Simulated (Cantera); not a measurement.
Charge: 1 mol Fe₂O₃, 28 mol HCl, 2.2 mol H₂, equilibrated at 1.00 bar.

Cantera equilibrium calculation (NASA polynomials, part measured and part estimated; ideal gas, pure solids and liquids). Candidate condensed phases: Fe, FeCl₂, FeCl₃, FeO, Fe(OH)₂, Fe(OH)₃, Fe₂O₃, Fe₃O₄, H₂O; 22 gas species. Rates play no part.

Problem. At 902 °C, list the 6 most abundant gas species with their mole fractions, and the condensed phases.

Solution. HCl 0.797, H₂O 0.0997, FeCl₂ 0.0598, H₂ 0.0400, Fe₂Cl₄ 0.00318, FeCl₃ 0.000274. Condensed: gas only.
